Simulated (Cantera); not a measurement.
An isothermal, constant-pressure homogeneous reactor starts with 6.66 % CH4, 93.2 % N2, 0.120 % H2O, at 1650 K and 13000 Pa.

Model: GRI-Mech 3.0 (53 species, 325 reactions), integrated in Cantera. GRI-Mech 3.0 stops at C3 and has no aromatics, soot or wall deposition, so with more carbon than oxygen in the feed, carbon stays in small species such as C2H2 where larger ones or solid carbon would form.

One state of this run: x CH4 = 0.0329; x HCN = 1.46e-7; x CH2 = 2.24e-7; x C2H = 4.23e-8; x CH3 = 0.000414. x: mole fraction; the columns are a selection and need not sum to one.

Problem. Which value of t (s) does it belong to?
A) 0.0815
B) 0.00736
C) 6.00e-5
D) 0.00221

Solution. A, 0.0815
